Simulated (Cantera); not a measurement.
## Low-pressure radical oxidation in H2/O2

A perfectly stirred reactor is fed with 8.94 % H2, 89.4 % O2, 1.61 % H2O, at 0.0263 atm; it is held at 1325 K, and followed from long to short residence time.

Detailed kinetics in Cantera: GRI-Mech 3.0 (53 species, 325 reactions). Radical loss at walls, strong at low pressure, is not modelled. The temperature is held fixed by assumption; the heat of reaction is taken as removed at once.

```tsv
τ (s)	x H2	x O2	x H2O	x H	x OH
12	3.23e-5	0.889	0.110	9.08e-6	0.000740
2.2	9.71e-5	0.888	0.110	4.99e-5	0.00130
0.40	0.000286	0.885	0.109	0.000269	0.00229
0.073	0.000807	0.879	0.106	0.00135	0.00391
0.013	0.00211	0.863	0.100	0.00554	0.00625
0.0024	0.00491	0.844	0.0909	0.0133	0.00860
0.00043	0.0140	0.842	0.0773	0.0182	0.0109
```
x: mole fraction; the columns are a selection and need not sum to one.
